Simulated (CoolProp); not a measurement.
Benzene along the isotherm 620 K: density (kg/m³) from the reference equation and from simpler models built on Tc = 562.0 K, pc = 4.906 MPa, ω = 0.211; each cubic takes its own stable root.

Model: reference Helmholtz-energy equation of state, Thol 2012, in CoolProp.

```
p (MPa)          phase  reference  van der Waals  Redlich-Kwong  Soave-Redlich-Kwong  Peng-Robinson
-------  -------------  ---------  -------------  -------------  -------------------  -------------
1.02               gas      16.31          16.28          16.35                16.31          16.43
2.04               gas      34.66          34.56          34.85                34.63          35.16
3.07               gas      55.95          55.88          56.48                55.82          57.16
4.09               gas      80.93          81.29          82.06                80.46              …
5.11     supercritical      111.7          114.1          114.0                110.3          115.0
6.13     supercritical      151.7          162.6          156.3                147.6          155.3
7.16     supercritical      206.5          234.4          214.0                195.2          206.8
8.18     supercritical      276.6          282.4          274.9                247.8          264.0
9.2      supercritical      342.5          309.8          320.6                    …          315.0
10.2     supercritical      387.0              …          352.9                328.5          354.5
11.2     supercritical      417.8          342.6          377.7                355.7          385.6
12.3     supercritical      442.7          355.3              …                379.7          413.3
```

### Question
What belongs in the gaps?

### Answer

- 4.09, Peng-Robinson: 83.12
- 9.2, Soave-Redlich-Kwong: 293.7
- 10.2, van der Waals: 328.3
- 12.3, Redlich-Kwong: 399.6
